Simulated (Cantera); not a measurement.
A freely propagating, adiabatic, planar premixed flame of 4.66 % C3H8, 21.2 % O2, 74.1 % N2, unburnt at 550 K and 0.670 bar; mixture-averaged transport, grid criteria slope 0.08 and curve 0.16, no radiation.

Model: GRI-Mech 3.0 (53 species, 325 reactions), integrated in Cantera. GRI-Mech 3.0 was tuned for natural gas; its chemistry of propane as a main component is partial and can be far from experiment. Burning velocities carry a grid error of a few per cent, more on coarse grids.

x: mole fraction of selected species; z is measured from the peak of heat release.

```
z (mm)   T (K)  u (m/s)    x C3H8        x O2       x CO2         x H       x HO2         x O
-------  -----  -------  --------  ----------  ----------  ----------  ----------  ----------
-1.08      550     1.60    0.0466       0.212     7.04e-8       <1e-8     7.42e-8       <1e-8
-0.717     551     1.61    0.0465       0.211     1.89e-6       <1e-8     1.33e-6       <1e-8
-0.538     555     1.63    0.0463       0.210     1.18e-5     1.02e-8     6.25e-6       <1e-8
-0.358     588     1.74    0.0458       0.206  (withheld)  (withheld)  (withheld)  (withheld)
-0.179     919     2.80    0.0354       0.172     0.00278    0.000130    0.000137     4.81e-6
-0.0896   1346     4.27    0.0130       0.126     0.00891     0.00117    0.000319    0.000123
0         1761     5.74  0.000528      0.0738      0.0200     0.00529    0.000202     0.00111
0.0896    1958     6.42   1.11e-6      0.0419      0.0331      0.0103     2.74e-5     0.00353
0.179     2012     6.58     <1e-8  (withheld)  (withheld)  (withheld)  (withheld)  (withheld)
0.358     2048     6.66     <1e-8      0.0199      0.0597      0.0156     3.62e-6     0.00637
0.717     2092     6.76     <1e-8      0.0167      0.0690      0.0151     2.95e-6     0.00595
1.43      2148     6.92     <1e-8      0.0148      0.0723      0.0128     2.44e-6     0.00504
2.87      2222     7.12     <1e-8      0.0125      0.0751     0.00957     1.90e-6     0.00381
```

### Question
Some entries are withheld; supply them.

### Answer

- -0.358, x CO2: 0.000136
- -0.358, x H: 9.42e-7
- -0.358, x HO2: 3.80e-5
- -0.358, x O: 1.60e-8
- 0.179, x O2: 0.0280
- 0.179, x CO2: 0.0450
- 0.179, x H: 0.0135
- 0.179, x HO2: 6.11e-6
- 0.179, x O: 0.00552
